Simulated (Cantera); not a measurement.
# Ignition delay

Mixture: 4.46 % CH₄, 1.20 % H₂, 17.6 % O₂, 66.5 % N₂, 10.3 % H₂O, equivalence ratio 0.54, at 270 Torr, adiabatic and at constant pressure. Ignition delay is the time to a rise of 400 K.

Model: GRI-Mech 3.0 (53 species, 325 reactions), integrated in Cantera.

```csv
T0 (K),delay (ms)
1325,3.51
1400,1.91
1475,1.12
1550,0.691
1625,0.446
```

apparent activation energy between 1475 and 1625 K: 120 kJ/mol
